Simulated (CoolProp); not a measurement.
Computed with CoolProp (reference Helmholtz-energy equation of state, Lemmon 2005). It is a short technical equation, of lower accuracy than the large ones.

Task: Give the vapour pressure (MPa), liquid density (kg/m³), vapour density (kg/m³), enthalpy of vaporisation (kJ/kg) of saturated trans-2-butene at 288.1, 297 K.

Result: 
```csv
T (K),p (MPa),liquid density (kg/m³),vapour density (kg/m³),enthalpy of vaporisation (kJ/kg)
288.1,0.168,610,4.19,392
297,0.226,600,5.53,383
```
